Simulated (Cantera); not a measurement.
Charge: 1 mol Cr, 3.1 mol NH3, 10 mol H2, held at 0.100 bar.

These are equilibrium values from Cantera (NASA tables, ideal gas, pure condensed phases), not measurements of a reactor. Candidate condensed phases: Cr, CrN, Cr2N; 11 gas species. Equilibrium is a limit: real reactors are often held back by kinetics, nucleation or transport. All values below are at 2150 K.

Base state: H2 0.844, N2 0.0900, Cr 0.0537, H 0.0123 (mole fractions); condensed: Cr(l).

### Question
What changes in the equilibrium state with this change: Cr replaced by V?

### Answer
```csv
species,before,after
H2,0.844,0.892
N2,0.0900,0.0951
H,0.0123,0.0126
Cr,0.0537,0
V,0,0.000189
"Cr(l), mol",0.0743,0
"V(s), mol",0,0.997
```
Condensed phases not in the tables: V2N, N, O or C dissolved in the metal. Further candidate phases: V, VN.
